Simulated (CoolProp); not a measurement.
Vapour-liquid equilibrium of ethylene (1) + propane (2) at 44.1 kPa; x and y are mole fractions of (1).

The numbers come from the multi-fluid Helmholtz-energy mixture model, Smukala 2000 and Lemmon 2009; pair parameters Bell 2016 in CoolProp.

| x | bubble temperature, mixture model (°C) | bubble temperature, Raoult's law (°C) | y, mixture model | y, Raoult's law |
|---|---|---|---|---|
| 0.05 | -73.3 | -72.2 | 0.565 | 0.538 |
| 0.15 | -89.3 | -86.9 | 0.865 | 0.844 |
| 0.25 | ___ | -95.2 | 0.938 | 0.927 |
| 0.35 | -102.9 | -100.7 | 0.965 | 0.960 |
| 0.45 | -106.5 | -104.7 | 0.978 | 0.976 |
| 0.55 | ___ | -107.9 | ___ | 0.985 |
| 0.65 | -111.2 | -110.4 | 0.990 | 0.991 |
| 0.75 | -113.0 | -112.6 | 0.994 | 0.995 |
| 0.85 | -114.5 | -114.4 | 0.997 | 0.997 |
| 0.95 | -116.0 | -116.0 | 0.999 | 0.999 |

### Question
Some entries are withheld; supply them.

### Answer

- 0.25, bubble temperature, mixture model (°C): -97.7
- 0.55, bubble temperature, mixture model (°C): -109.1
- 0.55, y, mixture model: 0.986

The largest gap from Raoult's law is -2.5 K in bubble temperature, at x = 0.25. No azeotrope shows between x = 0.05 and 0.95.

Pair parameters are fitted to limited data, so mixtures are less certain than the pure fluids.
